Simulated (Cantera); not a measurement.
Feed: 1 mol SiH₂Cl₂, 0.42 mol HCl, 36 mol H₂, 0.22 mol Cl₂, at 13300 Pa.

Equilibrium computed with Cantera from the NASA thermochemical tables; the gas is ideal and each condensed phase is pure. Candidate condensed phases: Si; 19 gas species. Rates play no part.

Over these rows the condensed part is Si(s). Partial pressures as log10 of bar:

```csv
T (K),1000/T (1/K),log p SiCl₄,log p H₂,log p HCl
1175,0.8511,-3.15,-0.90,-2.36
1225,0.8163,-3.33,-0.90,-2.27
1275,0.7843,?,-0.90,-2.22
1325,0.7547,-3.85,-0.90,-2.18
1375,0.7273,-4.18,-0.90,-2.17
1425,0.7018,-4.51,-0.90,-2.16
```

Task: Fit log p(SiCl₄) = a + b·(1000/T) to the five rows, give the apparent enthalpy, and predict the row at 1275 K.

Result: Means: 1000/T = 0.7702, log p = -3.804. Sxy = 0.139894, Sxx = 0.0154292, so b = 9.07 and a = -3.804 − (9.07)×0.7702 = -10.79.
Apparent enthalpy: −19.145 × (9.07) = -174 kJ/mol. With the condensed phases at unit activity, Si(s) + 4 HCl(g) = SiCl₄(g) + 2 H₂(g) links this pressure to the main gases: over the six rows their terms move log p by +0.80 in all, so the slope isn't that reaction's ΔH° alone. The five rows lie within 0.09 of the line.
Prediction at 1275 K: -10.79 + (9.07)×0.7843 = -3.68. The computed value is -3.56, 0.12 from the line.
